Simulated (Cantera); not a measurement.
A Cantera script and what it prints.

```python
import numpy as np
import cantera as ct

gas_names = """
    H HO2 H2 H2O H2O2 Mg MgH MgO MgOH MgO2H2 Mg2 O OH O2 O3
""".split()
cond_names = """
    H2O(s) H2O(L) Mg(cr) Mg(L) MgO(s) MgO(L) MgO2H2(s)
""".split()


def load(file, names, dense=False):
    # The tables refer to 1 bar. Condensed volumes are neglected.
    table = {s.name: s for s in ct.Species.list_from_file(file)}
    out = []
    for n in names:
        d = dict(table[n].input_data)
        d["thermo"] = dict(d["thermo"], **{"reference-pressure": 1e5})
        if dense:
            d["equation-of-state"] = {"model": "constant-volume", "density": "1e6 g/cm^3"}
        out.append(ct.Species.from_dict(d))
    return out


gas = ct.Solution(thermo="ideal-gas", species=load("nasa_gas.yaml", gas_names))
cond = {s.name: ct.Solution(thermo="fixed-stoichiometry", species=[s], name=s.name)
        for s in load("nasa_condensed.yaml", cond_names, dense=True)}
atoms = {
    'Mg(OH)2': {'Mg': 1, 'O': 2, 'H': 2},
    'H2O': {'H': 2, 'O': 1},
}
top_T = {}  # K; cautious upper limits of use, not melting points


def equilibrate(T, P, feed):
    n = {}
    for name, mol in feed.items():
        for a, k in atoms[name].items():
            n[a] = n.get(a, 0.0) + k * mol
    gas.TPX = T, P, n
    mass = sum(n.values()) * gas.mean_molecular_weight
    gas.equilibrate("TP")
    valid = [c for c in cond.values() if c.min_temp <= T <= top_T.get(c.name, c.max_temp)]
    mix = ct.Mixture([(gas, mass / gas.mean_molecular_weight)] + [(c, 0.0) for c in valid])
    mix.T, mix.P = T, P
    mix.equilibrate("TP", solver="vcs", rtol=1e-11, max_steps=5000)
    return mix


results = []
feed = {'Mg(OH)2': 1, 'H2O': 0.028}  # mol
T = 1023  # K
P = 130000  # Pa
mix = equilibrate(T, P, feed)
results.append((T, P, feed, dict(zip(mix.species_names, mix.species_moles))))
print(gas.report(threshold=0.0001))
for i in range(1, mix.n_phases):
    print(f"{mix.phase(i).name:16s} {mix.phase_moles(i):12.5e} mol")
```

Output:

```
       temperature   1023 K
          pressure   1.3e+05 Pa
           density   0.27534 kg/m^3
  mean mol. weight   18.015 kg/kmol
   phase of matter   gas

                          1 kg             1 kmol
                     ---------------   ---------------
          enthalpy       -1.1927e+07       -2.1487e+08  J
   internal energy       -1.2399e+07       -2.2337e+08  J
           entropy             12850         2.315e+05  J/K
    Gibbs function       -2.5073e+07       -4.5169e+08  J
 heat capacity c_p            2310.1             41616  J/K
 heat capacity c_v            1848.5             33302  J/K

                      mass frac. Y      mole frac. X     chem. pot. / RT
                     ---------------   ---------------   ---------------
               H2O                 1                 1           -53.104
     [  +14 minor]        3.6614e-07        5.4919e-07

Mg(L)             0.00000e+00 mol
MgO(s)            1.00000e+00 mol
```

These are equilibrium values from Cantera (NASA tables, ideal gas, pure condensed phases), not measurements of a reactor.
